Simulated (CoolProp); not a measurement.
Properties of water along the isotherm 401.15 °C (Tc = 373.9 °C, pc = 22.06 MPa, ω = 0.344).

Computed with CoolProp (reference Helmholtz-energy equation of state, Wagner 2002).

```json
[
 {"p (MPa)": "9.09", "phase": "gas", "cv (kJ/(kg K))": "1.958", "isothermal compressibility (1/MPa)": "0.1292", "expansivity (1/kK)": "2.524", "viscosity (µPa s)": "24.6", "conductivity (mW/(m K))": "67.1"},
 {"p (MPa)": "18.2", "phase": "gas", "cv (kJ/(kg K))": "2.538", "isothermal compressibility (1/MPa)": "0.08904", "expansivity (1/kK)": "5.558", "viscosity (µPa s)": "25.7", "conductivity (mW/(m K))": "93.1"},
 {"p (MPa)": "27.3", "phase": "supercritical", "cv (kJ/(kg K))": "3.405", "isothermal compressibility (1/MPa)": "0.1545", "expansivity (1/kK)": "29.82", "viscosity (µPa s)": "32.9", "conductivity (mW/(m K))": "228"},
 {"p (MPa)": "36.4", "phase": "supercritical", "cv (kJ/(kg K))": "3.034", "isothermal compressibility (1/MPa)": "0.02316", "expansivity (1/kK)": "11.32", "viscosity (µPa s)": "57.3", "conductivity (mW/(m K))": "390"},
 {"p (MPa)": "45.5", "phase": "supercritical", "cv (kJ/(kg K))": "2.904", "isothermal compressibility (1/MPa)": "0.009535", "expansivity (1/kK)": "5.987", "viscosity (µPa s)": "65.1", "conductivity (mW/(m K))": "431"},
 {"p (MPa)": "54.5", "phase": "supercritical", "cv (kJ/(kg K))": "2.857", "isothermal compressibility (1/MPa)": "0.005997", "expansivity (1/kK)": "4.324", "viscosity (µPa s)": "69.9", "conductivity (mW/(m K))": "459"},
 {"p (MPa)": "63.6", "phase": "supercritical", "cv (kJ/(kg K))": "2.831", "isothermal compressibility (1/MPa)": "0.004377", "expansivity (1/kK)": "3.481", "viscosity (µPa s)": "73.7", "conductivity (mW/(m K))": "480"},
 {"p (MPa)": "72.7", "phase": "supercritical", "cv (kJ/(kg K))": "2.815", "isothermal compressibility (1/MPa)": "0.003456", "expansivity (1/kK)": "2.965", "viscosity (µPa s)": "76.8", "conductivity (mW/(m K))": "499"},
 {"p (MPa)": "81.8", "phase": "supercritical", "cv (kJ/(kg K))": "2.804", "isothermal compressibility (1/MPa)": "0.002861", "expansivity (1/kK)": "2.611", "viscosity (µPa s)": "79.6", "conductivity (mW/(m K))": "515"},
 {"p (MPa)": "90.9", "phase": "supercritical", "cv (kJ/(kg K))": "2.797", "isothermal compressibility (1/MPa)": "0.002445", "expansivity (1/kK)": "2.351", "viscosity (µPa s)": "82.1", "conductivity (mW/(m K))": "530"},
 {"p (MPa)": "100", "phase": "supercritical", "cv (kJ/(kg K))": "2.792", "isothermal compressibility (1/MPa)": "0.002137", "expansivity (1/kK)": "2.150", "viscosity (µPa s)": "84.4", "conductivity (mW/(m K))": "544"}
]
```

Viscosity comes from a separate model (Huber 2009). Thermal conductivity comes from a separate model (Huber 2012).
